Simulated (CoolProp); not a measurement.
A single-stage vapour-compression cycle with R143a: evaporating at 309.15 K (dew point), condensing at 336.15 K (bubble point), superheat 0 K, subcooling 5 K, compressor efficiency 0.8, no pressure losses. Each further row changes one setting.

Values from CoolProp's reference Helmholtz-energy equation of state, Lemmon and Jacobsen 2000.

```tsv
case	cooling COP	pressure ratio	discharge temperature (K)	refrigerating effect (kJ/kg)	volumetric capacity (kJ/m³)
as stated	(withheld)	1.84	343.7	102	8110
evaporating temperature 314.15 K	(withheld)	1.63	342.5	103	9460
condensing temperature 331.15 K	8.77	1.65	337.3	(withheld)	(withheld)
subcooling 10 K	7.35	1.84	343.7	(withheld)	(withheld)
superheat 10 K	6.76	1.84	(withheld)	117	8380
compressor efficiency 0.7	5.81	1.84	344.8	102	8110
```

Q: What belongs in the gaps?

A: 
- as stated, cooling COP: 6.64
- evaporating temperature 314.15 K, cooling COP: 8.52
- condensing temperature 331.15 K, refrigerating effect (kJ/kg): 112
- condensing temperature 331.15 K, volumetric capacity (kJ/m³): 8910
- subcooling 10 K, refrigerating effect (kJ/kg): 113
- subcooling 10 K, volumetric capacity (kJ/m³): 8980
- superheat 10 K, discharge temperature (K): 352.6
